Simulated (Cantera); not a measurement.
Charge: 1 mol SiHCl₃, 5 mol H₂, 0.08 mol CH₄, equilibrated at 58.0 mbar.

Method: chemical equilibrium by Gibbs-energy minimisation in Cantera with the NASA 1993 tables (ideal gas, pure condensed phases). Candidate condensed phases: C, C₆H₆, C₇H₈, C₈H₁₈, Si, SiC; 109 gas species. Mutual solubility and eutectic melting of coexisting phases are not modelled. The tables' values for SiCl₃ are old estimates; treat these amounts as uncertain. Equilibrium is a limit: real reactors are often held back by kinetics, nucleation or transport.

log p: log10 of the partial pressure in bar; n: condensed amount in mol.

```json
[
 {"T (K)": "950", "log p H₂": "-1.30", "log p SiCl₄": "-2.27", "log p HCl": "-3.08", "log p SiHCl₃": "-2.83", "log p SiCl₂": "-4.67", "log p SiCl₃": "-4.23", "log p SiH₂Cl₂": "-4.38", "n Si(s)": "0.147", "n SiC(s)": "0.0800"},
 {"T (K)": "975", "log p H₂": "-1.30", "log p SiCl₄": "-2.27", "log p HCl": "-2.98", "log p SiHCl₃": "-2.84", "log p SiCl₂": "-4.45", "log p SiCl₃": "-4.09", "log p SiH₂Cl₂": "-4.38", "n Si(s)": "0.152", "n SiC(s)": "0.0800"},
 {"T (K)": "1000", "log p H₂": "-1.30", "log p SiCl₄": "-2.28", "log p HCl": "?", "log p SiHCl₃": "-2.85", "log p SiCl₂": "?", "log p SiCl₃": "-3.95", "log p SiH₂Cl₂": "-4.38", "n Si(s)": "0.158", "n SiC(s)": "0.0800"},
 {"T (K)": "1025", "log p H₂": "-1.30", "log p SiCl₄": "-2.29", "log p HCl": "?", "log p SiHCl₃": "-2.86", "log p SiCl₂": "?", "log p SiCl₃": "-3.83", "log p SiH₂Cl₂": "-4.38", "n Si(s)": "0.164", "n SiC(s)": "0.0800"},
 {"T (K)": "1050", "log p H₂": "-1.31", "log p SiCl₄": "-2.30", "log p HCl": "-2.72", "log p SiHCl₃": "-2.87", "log p SiCl₂": "-3.86", "log p SiCl₃": "-3.71", "log p SiH₂Cl₂": "-4.38", "n Si(s)": "0.170", "n SiC(s)": "0.0800"},
 {"T (K)": "1075", "log p H₂": "-1.31", "log p SiCl₄": "-2.31", "log p HCl": "-2.64", "log p SiHCl₃": "-2.88", "log p SiCl₂": "-3.69", "log p SiCl₃": "-3.60", "log p SiH₂Cl₂": "-4.39", "n Si(s)": "0.176", "n SiC(s)": "0.0800"},
 {"T (K)": "1100", "log p H₂": "-1.31", "log p SiCl₄": "-2.33", "log p HCl": "-2.57", "log p SiHCl₃": "-2.90", "log p SiCl₂": "-3.52", "log p SiCl₃": "-3.50", "log p SiH₂Cl₂": "-4.39", "n Si(s)": "0.182", "n SiC(s)": "0.0800"},
 {"T (K)": "1125", "log p H₂": "-1.32", "log p SiCl₄": "-2.35", "log p HCl": "-2.50", "log p SiHCl₃": "-2.92", "log p SiCl₂": "-3.37", "log p SiCl₃": "-3.40", "log p SiH₂Cl₂": "-4.40", "n Si(s)": "0.187", "n SiC(s)": "0.0800"}
]
```

Task: Complete the blanks.

Result: 
- 1000, log p HCl: -2.89
- 1000, log p SiCl₂: -4.24
- 1025, log p HCl: -2.80
- 1025, log p SiCl₂: -4.05
